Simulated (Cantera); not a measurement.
A closed system holds: 1 mol SiH4, a varied amount of CH4, 14 mol H2, at 2198.15 K and 27000 Pa.

Method: chemical equilibrium by Gibbs-energy minimisation in Cantera with the NASA 1993 tables (ideal gas, pure condensed phases). Candidate condensed phases: C, C6H6, C7H8, C8H18, Si, SiC; 87 gas species. Mutual solubility and eutectic melting of coexisting phases are not modelled. Gases not in the tables: Si2H6 and higher silanes. Equilibrium is a limit: real reactors are often held back by kinetics, nucleation or transport.

Task: Which condensed phases are stable at each of these points (n(CH4) (mol)): 0.051, 0.076, 0.11, 0.17, 0.25, 0.37, 0.54, 0.81, 1.2, 1.8, 2.6?

Result: 
| n(CH4) (mol) | condensed phases | Si condensed (%) |
|---|---|---|
| 0.051 | Si(l) + SiC(s) | 96.5 |
| 0.076 | Si(l) + SiC(s) | 96.5 |
| 0.11 | Si(l) + SiC(s) | 96.5 |
| 0.17 | Si(l) + SiC(s) | 96.5 |
| 0.25 | Si(l) + SiC(s) | 96.4 |
| 0.37 | Si(l) + SiC(s) | 96.4 |
| 0.54 | Si(l) + SiC(s) | 96.3 |
| 0.81 | Si(l) + SiC(s) | 96.2 |
| 1.2 | C(graphite) + SiC(s) | 99.6 |
| 1.8 | C(graphite) + SiC(s) | 99.5 |
| 2.6 | C(graphite) + SiC(s) | 99.5 |

From 0.051 mol CH4 to 0.81 mol CH4 the condensed part is Si(l) + SiC(s). From 1.2 mol CH4 to 2.6 mol CH4 the condensed part is C(graphite) + SiC(s).
